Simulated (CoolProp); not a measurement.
Properties of hexamethyldisiloxane (MM) along the isobar 2.58 MPa (Tc = 518.7 K, pc = 1.931 MPa, ω = 0.418).

The numbers come from the reference Helmholtz-energy equation of state, Thol 2016 in CoolProp.

```json
[
 {"T (K)": "454.8", "phase": "liquid", "cv (kJ/(kg K))": "1.932", "speed of sound (m/s)": "398.4", "Joule-Thomson coefficient (K/MPa)": "0.1693", "isothermal compressibility (1/MPa)": "0.01338", "expansivity (1/kK)": "2.706", "fugacity coefficient": "0.2396"},
 {"T (K)": "459.8", "phase": "liquid", "cv (kJ/(kg K))": "1.945", "speed of sound (m/s)": "382.2", "Joule-Thomson coefficient (K/MPa)": "0.2239", "isothermal compressibility (1/MPa)": "0.01477", "expansivity (1/kK)": "2.835", "fugacity coefficient": "0.2582"},
 {"T (K)": "464.8", "phase": "liquid", "cv (kJ/(kg K))": "1.957", "speed of sound (m/s)": "365.8", "Joule-Thomson coefficient (K/MPa)": "0.2858", "isothermal compressibility (1/MPa)": "0.01641", "expansivity (1/kK)": "2.980", "fugacity coefficient": "0.2775"},
 {"T (K)": "469.8", "phase": "liquid", "cv (kJ/(kg K))": "1.969", "speed of sound (m/s)": "349.2", "Joule-Thomson coefficient (K/MPa)": "0.3568", "isothermal compressibility (1/MPa)": "0.01834", "expansivity (1/kK)": "3.146", "fugacity coefficient": "0.2975"},
 {"T (K)": "474.8", "phase": "liquid", "cv (kJ/(kg K))": "1.982", "speed of sound (m/s)": "332.3", "Joule-Thomson coefficient (K/MPa)": "0.4390", "isothermal compressibility (1/MPa)": "0.02065", "expansivity (1/kK)": "3.337", "fugacity coefficient": "0.3181"},
 {"T (K)": "479.9", "phase": "liquid", "cv (kJ/(kg K))": "1.995", "speed of sound (m/s)": "314.9", "Joule-Thomson coefficient (K/MPa)": "0.5373", "isothermal compressibility (1/MPa)": "0.02353", "expansivity (1/kK)": "3.565", "fugacity coefficient": "0.3398"},
 {"T (K)": "484.9", "phase": "liquid", "cv (kJ/(kg K))": "2.007", "speed of sound (m/s)": "297.4", "Joule-Thomson coefficient (K/MPa)": "0.6522", "isothermal compressibility (1/MPa)": "0.02701", "expansivity (1/kK)": "3.830", "fugacity coefficient": "0.3615"},
 {"T (K)": "489.9", "phase": "liquid", "cv (kJ/(kg K))": "2.020", "speed of sound (m/s)": "279.5", "Joule-Thomson coefficient (K/MPa)": "0.7910", "isothermal compressibility (1/MPa)": "0.03140", "expansivity (1/kK)": "4.149", "fugacity coefficient": "0.3838"},
 {"T (K)": "494.9", "phase": "liquid", "cv (kJ/(kg K))": "2.034", "speed of sound (m/s)": "261.2", "Joule-Thomson coefficient (K/MPa)": "0.9622", "isothermal compressibility (1/MPa)": "0.03706", "expansivity (1/kK)": "4.542", "fugacity coefficient": "0.4064"},
 {"T (K)": "499.9", "phase": "liquid", "cv (kJ/(kg K))": "2.047", "speed of sound (m/s)": "242.3", "Joule-Thomson coefficient (K/MPa)": "1.179", "isothermal compressibility (1/MPa)": "0.04459", "expansivity (1/kK)": "5.038", "fugacity coefficient": "0.4294"},
 {"T (K)": "505", "phase": "liquid", "cv (kJ/(kg K))": "2.062", "speed of sound (m/s)": "222.2", "Joule-Thomson coefficient (K/MPa)": "1.467", "isothermal compressibility (1/MPa)": "0.05525", "expansivity (1/kK)": "5.702", "fugacity coefficient": "0.4532"},
 {"T (K)": "510", "phase": "liquid", "cv (kJ/(kg K))": "2.077", "speed of sound (m/s)": "201.7", "Joule-Thomson coefficient (K/MPa)": "1.853", "isothermal compressibility (1/MPa)": "0.07051", "expansivity (1/kK)": "6.595", "fugacity coefficient": "0.4767"}
]
```
